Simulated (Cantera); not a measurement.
# Equilibrium for iron carbonyl, mercury and lead vapours: PbO + CO + H2

A closed system holds: 1 mol PbO, 0.038 mol CO, 0.17 mol H2, at 775 K and 35.0 Pa.

Equilibrium computed with Cantera from the NASA thermochemical tables; the gas is ideal and each condensed phase is pure. Candidate condensed phases: C, C6H6, C7H8, C8H18, H2O, Pb, PbO, PbO2, Pb3O4; 113 gas species. The numbers say what is thermodynamically allowed, not how fast it happens.

- x(H2O) = 0.817
- x(CO2) = 0.183
- x(Pb) = 7.11e-5
- x(H2) = 4.54e-5
- x(CO) = 2.01e-6
- n(Pb(l)) = 0.208 mol
- n(PbO(yellow)) = 0.792 mol
- gas amount = 0.2080 mol
- log10 activity of Pb3O4(s) (absent) = -10.04
- log10 activity of PbO2(s) (absent) = -10.87
- log10 activity of C(graphite) (absent) = -11.75
